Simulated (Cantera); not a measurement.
Charge: 1 mol Si₃N₄, 1.1 mol N₂O, 1.5 mol N₂, equilibrated at 1.00 bar.

Equilibrium computed with Cantera from the NASA thermochemical tables; the gas is ideal and each condensed phase is pure. Candidate condensed phases: Si, SiO₂, Si₂N₂O, Si₃N₄; 16 gas species. Mutual solubility and eutectic melting of coexisting phases are not modelled. The numbers say what is thermodynamically allowed, not how fast it happens. All values below are at 1050 K.

Base state: N₂ 1.00 (mole fractions); condensed: Si₂N₂O(s) + Si₃N₄(s).

Task: What changes in the equilibrium state with this change: 0.98 mol HCl added?

Result: 
```
species         before     after
--------------  ------  --------
N₂                1.00     0.778
HCl                  0     0.135
H₂                   0    0.0579
SiCl₄                0    0.0289
SiHCl₃               0  0.000129
SiCl₃                0   1.72e-5
Si₂N₂O(s), mol    1.10      1.10
Si₃N₄(s), mol    0.267     0.229
```
The tables' values for SiCl₃ are old estimates; treat these amounts as uncertain. Further candidate phases: H₂O, NH₄Cl.
